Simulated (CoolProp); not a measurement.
A single-stage vapour-compression cycle with R1336mzz(E): evaporating at 238.15 K (dew point), condensing at 264.15 K (bubble point), superheat 8 K, subcooling 0 K, compressor efficiency 0.7, no pressure losses. Each further row changes one setting.

The numbers come from the reference Helmholtz-energy equation of state, Akasaka 2023 in CoolProp.

| case | cooling COP | pressure ratio | discharge temperature (K) | refrigerating effect (kJ/kg) | volumetric capacity (kJ/m³) |
|---|---|---|---|---|---|
| as stated | 5.79 | 4.06 | 280.6 | 149 | 144 |
| evaporating temperature 243.15 K | 7.48 | 3.01 | 278.5 | 153 | 195 |
| condensing temperature 259.15 K | 7.33 | 3.18 | 274.6 | 155 | 150 |
| subcooling 5 K | 6.02 | 4.06 | 280.6 | 155 | 150 |
| superheat 18 K | 5.84 | 4.06 | 291.3 | 157 | 145 |
| compressor efficiency 0.6 | 4.96 | 4.06 | 285.9 | 149 | 144 |
